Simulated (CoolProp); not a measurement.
R11 along the isotherm 277.3 K: Z from the reference equation and from simpler models built on Tc = 471.1 K, pc = 44.08 bar, ω = 0.189; each cubic takes its own stable root.

Model: reference Helmholtz-energy equation of state, Jacobsen 1992, in CoolProp.

| p (bar) | phase | reference |
|---|---|---|
| 14.7 | liquid | 0.05732 |
| 29.4 | liquid | 0.1144 |
| 44.1 | liquid | 0.1713 |
| 58.8 | liquid | 0.2279 |
| 73.5 | liquid | 0.2843 |
| 88.2 | liquid | 0.3405 |
| 103 | liquid | 0.3969 |
| 118 | liquid | 0.4538 |
| 132 | liquid | 0.5068 |
| 147 | liquid | 0.5634 |
| 162 | liquid | 0.6198 |
| 176 | liquid | 0.6723 |
| 191 | liquid | 0.7283 |
| 206 | liquid | 0.7842 |
| 220 | liquid | 0.8363 |

**Question.** How far does each simpler model (Soave-Redlich-Kwong, Peng-Robinson) lie from the reference over these 15 states: mean and median of the absolute difference, and the worst?

**Answer.** 
- Soave-Redlich-Kwong: mean 5.1 %, median 5.1 %, worst +5.7 % at 277.3 K and 14.7 bar
- Peng-Robinson: mean 6.5 %, median 6.5 %, worst -6.6 % at 277.3 K and 220 bar
